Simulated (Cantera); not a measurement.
A diamond (100) surface in a fixed gas of H2 with x(CH4) = 0.0031, x(CH3) = 0.00013, at 1125 K, 113 Torr; coverages are run to steady state.

Cantera simulation using the Harris–Goodwin 1993 mechanism for the reconstructed diamond (100) surface; the numbers are that mechanism's predictions, not measurements.

θ: site fractions in the mechanism's names (c6HH fully hydrogenated, c6H* and c6*H radical sites, c6** diradical, c6HM methylated).

```tsv
x(H)	growth (µm/h)	θ c6HH	θ c6H*	θ c6*H	θ c6**	θ c6HM
0.0001	(withheld)	0.583	0.0235	0.352	0.00494	0.0219
0.00024	(withheld)	0.526	0.0266	0.398	0.00946	0.0244
0.00058	(withheld)	0.498	0.0283	0.423	0.0142	0.0225
0.0014	(withheld)	0.490	0.0293	0.438	0.0176	0.0164
0.0033	(withheld)	0.489	0.0299	0.447	0.0196	0.00968
0.008	(withheld)	0.489	0.0305	0.452	0.0207	0.00478
0.019	16.1	0.490	0.0310	0.454	0.0212	0.00218
0.046	16.7	0.491	0.0320	0.454	0.0216	0.000940
0.11	17.2	0.490	0.0340	0.453	0.0222	0.000404
```

### Question
Complete the blanks.

### Answer

- 0.0001, growth (µm/h): 0.983
- 0.00024, growth (µm/h): 2.51
- 0.00058, growth (µm/h): 5.32
- 0.0014, growth (µm/h): 9.09
- 0.0033, growth (µm/h): 12.5
- 0.008, growth (µm/h): 14.8
